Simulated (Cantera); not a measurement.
Input (Python, Cantera):

```python
import numpy as np
import cantera as ct

gas = ct.Solution("gri30.yaml")
gas.TPX = 2600, 2666, {'CH4': 0.023, 'H2': 1, 'O2': 0.0012}
inlet = ct.Reservoir(gas, clone=True)

reactor = ct.IdealGasConstPressureReactor(gas, energy="off", clone=False)
exhaust = ct.Reservoir(gas, clone=True)
tau = [1.4, 0.57, 0.23, 0.097, 0.04, 0.016, 0.0067, 0.0028, 0.0011, 0.00047][0]
for a, b in ((inlet, reactor), (reactor, exhaust)):
    ct.MassFlowController(a, b, mdot=lambda t: reactor.mass / tau)
net = ct.ReactorNet([reactor])
show = ['CH4', 'H2', 'O2', 'O', 'HCO', 'CH2', 'HO2']

rows = []
print(f"{'tau/s':>10s}{'T/K':>9s}" + "".join(f"{s:>11s}" for s in show))
for tau in [1.4, 0.57, 0.23, 0.097, 0.04, 0.016, 0.0067, 0.0028, 0.0011, 0.00047]:
    net.initial_time = 0.0
    net.advance(30 * tau)
    before = gas.X
    net.advance(40 * tau)
    drift = np.max(np.abs(gas.X - before) / (gas.X + 1e-9))
    rows.append([gas.T, *gas[show].X, drift])
    print(f"{tau:10.3e}{gas.T:9.1f}" + "".join(f"{x:11.3e}" for x in gas[show].X))
```

It prints:

```
     tau/s      T/K        CH4         H2         O2          O        HCO        CH2        HO2
 1.400e+00   2600.0  4.619e-06  7.930e-01  6.041e-09  1.300e-08  1.490e-09  8.117e-06  5.819e-13
 5.700e-01   2600.0  8.918e-06  8.098e-01  1.638e-08  3.134e-08  1.621e-09  1.245e-05  1.752e-12
 2.300e-01   2600.0  2.411e-05  8.426e-01  5.058e-08  7.450e-08  1.995e-09  2.057e-05  6.792e-12
 9.700e-02   2600.0  8.404e-05  8.836e-01  1.707e-07  1.601e-07  3.143e-09  3.330e-05  3.264e-11
 4.000e-02   2600.0  2.890e-04  9.154e-01  6.074e-07  3.033e-07  7.279e-09  5.034e-05  1.679e-10
 1.600e-02   2600.0  8.111e-04  9.336e-01  2.074e-06  4.465e-07  1.903e-08  7.169e-05  7.633e-10
 6.700e-03   2600.0  1.850e-03  9.436e-01  6.263e-06  4.949e-07  3.774e-08  9.595e-05  2.830e-09
 2.800e-03   2600.0  3.838e-03  9.499e-01  1.836e-05  5.105e-07  6.024e-08  1.213e-04  9.861e-09
 1.100e-03   2600.0  7.536e-03  9.545e-01  5.728e-05  6.430e-07  8.800e-08  1.375e-04  3.675e-08
 4.700e-04   2600.0  1.225e-02  9.583e-01  1.616e-04  1.002e-06  1.175e-07  1.225e-04  1.263e-07
```

Cantera simulation using GRI-Mech 3.0 (53 species, 325 reactions); the numbers are that mechanism's predictions, not measurements. GRI-Mech 3.0 stops at C3 and has no aromatics, soot or wall deposition, so with more carbon than oxygen in the feed, carbon stays in small species such as C2H2 where larger ones or solid carbon would form. Radical loss at walls, strong at low pressure, is not modelled.
